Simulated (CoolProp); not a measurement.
Saturation properties of R142b.

Computed with CoolProp (reference Helmholtz-energy equation of state, Lemmon 2006). It is a short technical equation, of lower accuracy than the large ones.

```json
[
 {"T (K)": "324.4", "p (MPa)": "0.7047", "vapour density (kg/m³)": "31.04", "liquid cp (kJ/(kg K))": "1.398", "liquid viscosity (µPa s)": "174", "liquid conductivity (mW/(m K))": "72.4"},
 {"T (K)": "329.2", "p (MPa)": "0.7952", "vapour density (kg/m³)": "35.06", "liquid cp (kJ/(kg K))": "1.417", "liquid viscosity (µPa s)": "166", "liquid conductivity (mW/(m K))": "70.9"},
 {"T (K)": "334", "p (MPa)": "0.8940", "vapour density (kg/m³)": "39.52", "liquid cp (kJ/(kg K))": "?", "liquid viscosity (µPa s)": "157", "liquid conductivity (mW/(m K))": "?"},
 {"T (K)": "338.9", "p (MPa)": "1.004", "vapour density (kg/m³)": "44.56", "liquid cp (kJ/(kg K))": "1.460", "liquid viscosity (µPa s)": "?", "liquid conductivity (mW/(m K))": "?"},
 {"T (K)": "343.7", "p (MPa)": "1.121", "vapour density (kg/m³)": "50.03", "liquid cp (kJ/(kg K))": "1.484", "liquid viscosity (µPa s)": "142", "liquid conductivity (mW/(m K))": "66.2"},
 {"T (K)": "348.5", "p (MPa)": "1.248", "vapour density (kg/m³)": "56.11", "liquid cp (kJ/(kg K))": "?", "liquid viscosity (µPa s)": "135", "liquid conductivity (mW/(m K))": "64.7"},
 {"T (K)": "353.3", "p (MPa)": "1.385", "vapour density (kg/m³)": "62.87", "liquid cp (kJ/(kg K))": "1.541", "liquid viscosity (µPa s)": "128", "liquid conductivity (mW/(m K))": "63.3"},
 {"T (K)": "358.1", "p (MPa)": "1.533", "vapour density (kg/m³)": "70.39", "liquid cp (kJ/(kg K))": "1.576", "liquid viscosity (µPa s)": "121", "liquid conductivity (mW/(m K))": "61.9"},
 {"T (K)": "362.9", "p (MPa)": "1.693", "vapour density (kg/m³)": "78.81", "liquid cp (kJ/(kg K))": "?", "liquid viscosity (µPa s)": "114", "liquid conductivity (mW/(m K))": "60.5"},
 {"T (K)": "367.8", "p (MPa)": "1.868", "vapour density (kg/m³)": "88.49", "liquid cp (kJ/(kg K))": "1.663", "liquid viscosity (µPa s)": "108", "liquid conductivity (mW/(m K))": "59.1"},
 {"T (K)": "372.6", "p (MPa)": "2.052", "vapour density (kg/m³)": "99.22", "liquid cp (kJ/(kg K))": "?", "liquid viscosity (µPa s)": "102", "liquid conductivity (mW/(m K))": "57.7"},
 {"T (K)": "377.4", "p (MPa)": "?", "vapour density (kg/m³)": "111.5", "liquid cp (kJ/(kg K))": "1.790", "liquid viscosity (µPa s)": "95.6", "liquid conductivity (mW/(m K))": "56.4"},
 {"T (K)": "382.2", "p (MPa)": "2.462", "vapour density (kg/m³)": "125.6", "liquid cp (kJ/(kg K))": "1.881", "liquid viscosity (µPa s)": "89.5", "liquid conductivity (mW/(m K))": "55.1"},
 {"T (K)": "387", "p (MPa)": "2.690", "vapour density (kg/m³)": "142.2", "liquid cp (kJ/(kg K))": "2.006", "liquid viscosity (µPa s)": "83.3", "liquid conductivity (mW/(m K))": "53.9"}
]
```

Complete the blanks.


- 334, liquid cp (kJ/(kg K)): 1.437
- 334, liquid conductivity (mW/(m K)): 69.3
- 338.9, liquid viscosity (µPa s): 149
- 338.9, liquid conductivity (mW/(m K)): 67.7
- 348.5, liquid cp (kJ/(kg K)): 1.511
- 362.9, liquid cp (kJ/(kg K)): 1.615
- 372.6, liquid cp (kJ/(kg K)): 1.719
- 377.4, p (MPa): 2.250

It boils at 264.0 K under 1 atm.

Viscosity comes from a separate model (Huber 2003), an estimate that may be off by 10 % or more. Thermal conductivity comes from a separate model (Huber 2003), an estimate that may be off by 10 % or more.
